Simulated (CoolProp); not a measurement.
200 sccm (0 °C, 1 atm) of nitrogen bubbles through liquid hexamethyldisiloxane (MM) at 329.9 K and leaves saturated at a total pressure of 0.15 MPa (ideal gas phase). Each further row changes one setting.

Values from CoolProp's reference Helmholtz-energy equation of state, Thol 2016.

| case | vapour pressure (kPa) | mole fraction of vapour | delivery (mg/min) | delivery (sccm) | change of delivery for a bath 1 K warmer (%) |
|---|---|---|---|---|---|
| as stated | 23.1 | 0.154 | 263 | [?] | 4.8 |
| bath temperature 334.9 K | [?] | [?] | 332 | 45.9 | 4.8 |
| total pressure 0.3 MPa | 23.1 | [?] | [?] | [?] | [?] |

Q: What belongs in the gaps?

A: 
- as stated, delivery (sccm): 36.3
- bath temperature 334.9 K, vapour pressure (kPa): 28.0
- bath temperature 334.9 K, mole fraction of vapour: 0.187
- total pressure 0.3 MPa, mole fraction of vapour: 0.0769
- total pressure 0.3 MPa, delivery (mg/min): 121
- total pressure 0.3 MPa, delivery (sccm): 16.7
- total pressure 0.3 MPa, change of delivery for a bath 1 K warmer (%): 4.4
